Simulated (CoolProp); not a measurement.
Vapour-liquid equilibrium of carbon dioxide (1) + R124 (2) at 251 K; x and y are mole fractions of (1).

The numbers come from the multi-fluid Helmholtz-energy mixture model, Span 1996 and de Vries 1995; pair parameters Bell 2016 in CoolProp.

```json
[
 {"x": "0.05", "bubble pressure, mixture model (bar)": "1.507", "bubble pressure, Raoult's law (bar)": "1.537", "y, mixture model": "0.578", "y, Raoult's law": "0.599"},
 {"x": "0.15", "bubble pressure, mixture model (bar)": "3.107", "bubble pressure, Raoult's law (bar)": "3.314", "y, mixture model": "0.806", "y, Raoult's law": "0.834"},
 {"x": "0.25", "bubble pressure, mixture model (bar)": "4.628", "bubble pressure, Raoult's law (bar)": "5.091", "y, mixture model": "0.878", "y, Raoult's law": "0.905"},
 {"x": "0.35", "bubble pressure, mixture model (bar)": "6.141", "bubble pressure, Raoult's law (bar)": "6.869", "y, mixture model": "0.915", "y, Raoult's law": "0.939"},
 {"x": "0.45", "bubble pressure, mixture model (bar)": "7.704", "bubble pressure, Raoult's law (bar)": "8.646", "y, mixture model": "0.939", "y, Raoult's law": "0.959"},
 {"x": "0.55", "bubble pressure, mixture model (bar)": "9.358", "bubble pressure, Raoult's law (bar)": "10.42", "y, mixture model": "0.956", "y, Raoult's law": "0.972"},
 {"x": "0.65", "bubble pressure, mixture model (bar)": "11.13", "bubble pressure, Raoult's law (bar)": "12.20", "y, mixture model": "0.969", "y, Raoult's law": "0.981"},
 {"x": "0.75", "bubble pressure, mixture model (bar)": "13.05", "bubble pressure, Raoult's law (bar)": "13.98", "y, mixture model": "0.980", "y, Raoult's law": "0.988"},
 {"x": "0.85", "bubble pressure, mixture model (bar)": "15.12", "bubble pressure, Raoult's law (bar)": "15.76", "y, mixture model": "0.989", "y, Raoult's law": "0.994"},
 {"x": "0.95", "bubble pressure, mixture model (bar)": "17.30", "bubble pressure, Raoult's law (bar)": "17.53", "y, mixture model": "0.997", "y, Raoult's law": "0.998"}
]
```

The largest gap from Raoult's law is -10.9 % in bubble pressure, at x = 0.45. No azeotrope shows between x = 0.05 and 0.95.

The pair parameters rest on a limited set of measurements; away from them the model extrapolates.
